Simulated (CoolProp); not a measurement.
R142b along the isotherm 95.85 °C: fugacity coefficient from the reference equation and from simpler models built on Tc = 137.1 °C, pc = 4.055 MPa, ω = 0.232; each cubic takes its own stable root.

Computed with CoolProp (reference Helmholtz-energy equation of state, Lemmon 2006). It is a short technical equation, of lower accuracy than the large ones.

| p (MPa) | phase | reference | van der Waals | Redlich-Kwong | Soave-Redlich-Kwong | Peng-Robinson |
|---|---|---|---|---|---|---|
| 0.127 | gas | 0.9847 | 0.9880 | 0.9856 | 0.9850 | 0.9837 |
| 0.253 | gas | 0.9696 | 0.9762 | 0.9714 | 0.9703 | 0.9677 |
| 0.38 | gas | 0.9545 | 0.9642 | 0.9571 | 0.9554 | 0.9516 |
| 0.507 | gas | 0.9393 | 0.9523 | 0.9428 | 0.9406 | 0.9356 |
| 0.634 | gas | 0.9241 | 0.9404 | 0.9286 | 0.9258 | 0.9197 |
| 0.76 | gas | 0.9091 | 0.9285 | 0.9146 | 0.9112 | 0.9041 |
| 0.887 | gas | 0.8940 | 0.9166 | 0.9005 | 0.8966 | 0.8883 |
| 1.01 | gas | 0.8793 | 0.9051 | 0.8868 | 0.8823 | 0.8732 |
| 1.14 | gas | 0.8638 | 0.8928 | 0.8724 | 0.8673 | 0.8572 |
| 1.27 | gas | 0.8482 | 0.8806 | 0.8580 | 0.8523 | 0.8412 |
| 1.39 | gas | 0.8338 | 0.8693 | 0.8447 | 0.8385 | 0.8266 |
| 1.52 | gas | 0.8181 | 0.8569 | 0.8302 | 0.8234 | 0.8107 |
| 1.65 | gas | 0.8022 | 0.8446 | 0.8158 | 0.8083 | 0.7948 |
| 1.77 | gas | 0.7875 | 0.8331 | 0.8024 | 0.7943 | 0.7801 |
| 2.03 | liquid | 0.7284 | 0.8081 | 0.7731 | 0.7438 | 0.7241 |

At some of these states van der Waals, Redlich-Kwong gives the other phase, because its saturation line lies elsewhere.
